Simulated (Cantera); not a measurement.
A closed system holds: 1 mol Si3H8, 120 mol H2, at 1275 K and 1330 Pa.

These are equilibrium values from Cantera (NASA tables, ideal gas, pure condensed phases), not measurements of a reactor. Candidate condensed phases: Si; 9 gas species. The feed counts by its element totals alone. Kinetics and transport are ignored.

**Question.** What is the equilibrium state?

**Answer.** 
| Property | Value |
|---|---|
| x(H2) | 1.000 |
| x(H) | 6.38e-6 |
| n(Si(s)) | 3.00 mol |
| gas amount | 124.0 mol |
